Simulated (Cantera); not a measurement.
Source: NASA polynomial tables (part measured, part estimated), evaluated in Cantera. Values are per mole of reaction as written; species without (g) are pure solids or liquids, kept so even where they would boil at 1 bar.

Task: Between 300 and 2473 K, where is each reaction favourable under standard conditions?
- 3 OH(g) + SiH3(g) = 3 H2O(g) + Si

Result: 
- 3 OH(g) + SiH3(g) = 3 H2O(g) + Si: ΔG° is -998 kJ at 300 K and -600 kJ at 2473 K; it stays negative (K > 1). ΔH° is -1013 kJ and ΔS° -167 J/K at 2473 K.
